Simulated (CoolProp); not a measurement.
Saturated liquid density (kg/m³) of acetone: the reference equation beside estimates from Tc = 235.0 °C, pc = 4.692 MPa, ω = 0.307.

Values from CoolProp's reference Helmholtz-energy equation of state, Lemmon 2006. It is a short technical equation, of lower accuracy than the large ones.

| T (°C) | reference | van der Waals | Redlich-Kwong |
|---|---|---|---|
| -11.95 | 825.0 | 419.6 | 622.4 |
| -1.65 | (withheld) | 414.6 | 614.2 |
| 8.65 | 802.7 | 409.6 | 605.7 |
| 18.95 | (withheld) | 404.3 | 596.8 |
| 29.25 | 779.9 | (withheld) | 587.6 |
| 39.65 | 768.1 | 393.4 | 578.0 |
| 49.95 | 756.2 | (withheld) | 568.0 |
| 60.25 | 744.0 | 381.7 | (withheld) |
| 70.55 | 731.5 | 375.6 | 546.9 |
| 80.95 | 718.6 | 369.2 | 535.6 |
| 91.25 | 705.4 | 362.6 | 523.9 |
| 101.55 | 691.8 | 355.7 | 511.6 |
| 111.85 | 677.6 | 348.6 | (withheld) |
| 122.15 | 662.9 | 341.1 | 485.3 |

Fill in the missing entries.


- -1.65, reference: 813.9
- 18.95, reference: 791.4
- 29.25, van der Waals: 399.0
- 49.95, van der Waals: 387.6
- 60.25, Redlich-Kwong: 557.7
- 111.85, Redlich-Kwong: 498.8

Absolute difference from the reference over all 14 rows, mean and median: van der Waals 48.8 and 48.7 %, Redlich-Kwong 25.2 and 25.0 %.
